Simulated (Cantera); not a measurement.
Charge: 1 mol Fe₂O₃, 1.9 mol CH₄, 1.2 mol CO, at 1.60 mbar.

Cantera equilibrium calculation (NASA polynomials, part measured and part estimated; ideal gas, pure solids and liquids). Candidate condensed phases: C, C₆H₆, C₇H₈, C₈H₁₈, Fe, Fe(CO)₅, FeO, Fe(OH)₂, Fe(OH)₃, Fe₂O₃, Fe₃O₄, H₂O; 114 gas species. Equilibrium is a limit: real reactors are often held back by kinetics, nucleation or transport.

Q: What share of the Fe ends up in condensed phases as a function of T (K), at 1573, 1623, 1673, 1723, 1773, 1823, 1873, 1923, 1973, 2023, 2073, 2123?

A: 
| T (K) | Fe condensed (%) | as |
|---|---|---|
| 1573 | 99.9 | Fe(γ) |
| 1623 | 99.6 | Fe(γ) |
| 1673 | 99.1 | Fe(δ) |
| 1723 | 98.0 | Fe(δ) |
| 1773 | 95.7 | Fe(δ) |
| 1823 | 90.9 | Fe(l) |
| 1873 | 81.9 | Fe(l) |
| 1923 | 64.3 | Fe(l) |
| 1973 | 29.2 | Fe(l) |
| 2023 | 0.0 | - |
| 2073 | 0.0 | - |
| 2123 | 0.0 | - |
